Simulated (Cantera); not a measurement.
**Silicon epitaxy and polysilicon growth: SiH2Cl2 + HCl + H2**

Input: 1 mol SiH2Cl2, 1.9 mol HCl, 7.7 mol H2, equilibrated at 21000 Pa.

These are equilibrium values from Cantera (NASA tables, ideal gas, pure condensed phases), not measurements of a reactor. Candidate condensed phases: Si; 19 gas species. The tables' values for SiCl3, SiCl are old estimates; treat these amounts as uncertain. Kinetics and transport are ignored.

```json
[
 {"T (°C)": "625", "log p H2": "-0.73", "log p HCl": "-2.67", "log p SiCl2": "-5.40", "log p SiCl4": "-1.80", "log p SiHCl3": "-2.41", "log p SiCl3": "-4.44", "log p SiH2Cl2": "-4.04", "log p H": "-10.32", "n Si(s)": "0"},
 {"T (°C)": "700", "log p H2": "-0.73", "log p HCl": "-2.48", "log p SiCl2": "-4.46", "log p SiCl4": "-1.83", "log p SiHCl3": "-2.33", "log p SiCl3": "-3.88", "log p SiH2Cl2": "-3.80", "log p H": "-9.33", "n Si(s)": "0"},
 {"T (°C)": "775", "log p H2": "-0.73", "log p HCl": "-2.32", "log p SiCl2": "-3.68", "log p SiCl4": "-1.87", "log p SiHCl3": "-2.27", "log p SiCl3": "-3.41", "log p SiH2Cl2": "-3.61", "log p H": "-8.48", "n Si(s)": "0"},
 {"T (°C)": "850", "log p H2": "-0.74", "log p HCl": "-2.11", "log p SiCl2": "-3.16", "log p SiCl4": "-1.91", "log p SiHCl3": "-2.30", "log p SiCl3": "-3.08", "log p SiH2Cl2": "-3.60", "log p H": "-7.74", "n Si(s)": "0.0252"},
 {"T (°C)": "925", "log p H2": "-0.75", "log p HCl": "-1.93", "log p SiCl2": "-2.74", "log p SiCl4": "-1.97", "log p SiHCl3": "-2.36", "log p SiCl3": "-2.83", "log p SiH2Cl2": "-3.63", "log p H": "-7.09", "n Si(s)": "0.0488"},
 {"T (°C)": "1000", "log p H2": "-0.76", "log p HCl": "-1.78", "log p SiCl2": "-2.39", "log p SiCl4": "-2.09", "log p SiHCl3": "-2.46", "log p SiCl3": "-2.65", "log p SiH2Cl2": "-3.69", "log p H": "-6.52", "n Si(s)": "0.0553"},
 {"T (°C)": "1075", "log p H2": "-0.77", "log p HCl": "-1.67", "log p SiCl2": "-2.13", "log p SiCl4": "-2.27", "log p SiHCl3": "-2.61", "log p SiCl3": "-2.55", "log p SiH2Cl2": "-3.78", "log p H": "-6.02", "n Si(s)": "0.0354"},
 {"T (°C)": "1150", "log p H2": "-0.78", "log p HCl": "-1.60", "log p SiCl2": "-1.95", "log p SiCl4": "-2.53", "log p SiHCl3": "-2.82", "log p SiCl3": "-2.54", "log p SiH2Cl2": "-3.92", "log p H": "-5.57", "n Si(s)": "0"},
 {"T (°C)": "1225", "log p H2": "-0.79", "log p HCl": "-1.54", "log p SiCl2": "-1.87", "log p SiCl4": "-2.85", "log p SiHCl3": "-3.08", "log p SiCl3": "-2.61", "log p SiH2Cl2": "-4.12", "log p H": "-5.16", "n Si(s)": "0"},
 {"T (°C)": "1300", "log p H2": "-0.79", "log p HCl": "-1.51", "log p SiCl2": "-1.82", "log p SiCl4": "-3.21", "log p SiHCl3": "-3.37", "log p SiCl3": "-2.72", "log p SiH2Cl2": "-4.32", "log p H": "-4.79", "n Si(s)": "0"},
 {"T (°C)": "1375", "log p H2": "-0.80", "log p HCl": "-1.49", "log p SiCl2": "-1.79", "log p SiCl4": "-3.58", "log p SiHCl3": "-3.67", "log p SiCl3": "-2.86", "log p SiH2Cl2": "-4.52", "log p H": "-4.45", "n Si(s)": "0"},
 {"T (°C)": "1450", "log p H2": "-0.80", "log p HCl": "-1.48", "log p SiCl2": "-1.77", "log p SiCl4": "-3.94", "log p SiHCl3": "-3.95", "log p SiCl3": "-2.99", "log p SiH2Cl2": "-4.71", "log p H": "-4.14", "n Si(s)": "0"}
]
```
log p: log10 of the partial pressure in bar; n: condensed amount in mol.

From 625 °C to 775 °C nothing is condensed. From 850 °C to 1075 °C the condensed part is Si(s). From 1150 °C to 1450 °C nothing is condensed. The main Si-bearing gas is SiCl4 at 625 °C and SiCl2 at 1450 °C.
